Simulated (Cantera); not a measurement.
An isothermal, constant-pressure homogeneous reactor starts with 0.636 % H₂, 99.4 % O₂, at 900 K and 2670 Pa.

Cantera simulation using the H2/O2 subset of GRI-Mech 3.0, which has no nitrogen chemistry; the numbers are that mechanism's predictions, not measurements. Radical loss at walls, strong at low pressure, is not modelled. Below about 950 K walls govern HO2 and H2O2 in real vessels.

x: mole fraction; the columns are a selection and need not sum to one.

```json
[
 {"t (s)": "0.000600", "x H₂": "0.00636", "x O₂": "0.994", "x OH": "2.32e-12", "x HO₂": "3.78e-12", "x H₂O₂": "<1e-12"},
 {"t (s)": "0.00145", "x H₂": "0.00636", "x O₂": "0.994", "x OH": "7.95e-12", "x HO₂": "9.77e-12", "x H₂O₂": "<1e-12"},
 {"t (s)": "0.00351", "x H₂": "0.00636", "x O₂": "0.994", "x OH": "4.77e-11", "x HO₂": "3.10e-11", "x H₂O₂": "<1e-12"},
 {"t (s)": "0.00850", "x H₂": "0.00636", "x O₂": "0.994", "x OH": "1.95e-9", "x HO₂": "5.27e-10", "x H₂O₂": "<1e-12"},
 {"t (s)": "0.0206", "x H₂": "0.00631", "x O₂": "0.994", "x OH": "[?]", "x HO₂": "[?]", "x H₂O₂": "[?]"},
 {"t (s)": "0.0498", "x H₂": "0.000370", "x O₂": "0.993", "x OH": "0.000126", "x HO₂": "4.38e-6", "x H₂O₂": "1.24e-7"},
 {"t (s)": "0.120", "x H₂": "5.99e-5", "x O₂": "0.993", "x OH": "2.91e-5", "x HO₂": "1.19e-6", "x H₂O₂": "3.70e-8"},
 {"t (s)": "0.292", "x H₂": "1.62e-5", "x O₂": "0.994", "x OH": "1.15e-5", "x HO₂": "4.37e-7", "x H₂O₂": "1.82e-8"},
 {"t (s)": "0.706", "x H₂": "4.75e-6", "x O₂": "0.994", "x OH": "5.31e-6", "x HO₂": "1.66e-7", "x H₂O₂": "1.04e-8"},
 {"t (s)": "1.71", "x H₂": "1.29e-6", "x O₂": "0.994", "x OH": "2.60e-6", "x HO₂": "5.73e-8", "x H₂O₂": "5.61e-9"},
 {"t (s)": "4.13", "x H₂": "2.93e-7", "x O₂": "0.994", "x OH": "1.31e-6", "x HO₂": "1.74e-8", "x H₂O₂": "2.62e-9"},
 {"t (s)": "10.0", "x H₂": "[?]", "x O₂": "0.994", "x OH": "[?]", "x HO₂": "[?]", "x H₂O₂": "[?]"}
]
```

Task: Complete the blanks.

Result: 
- 0.0206, x OH: 1.32e-5
- 0.0206, x HO₂: 2.51e-6
- 0.0206, x H₂O₂: 1.83e-9
- 10.0, x H₂: 4.98e-8
- 10.0, x OH: 6.69e-7
- 10.0, x HO₂: 4.89e-9
- 10.0, x H₂O₂: 1.05e-9
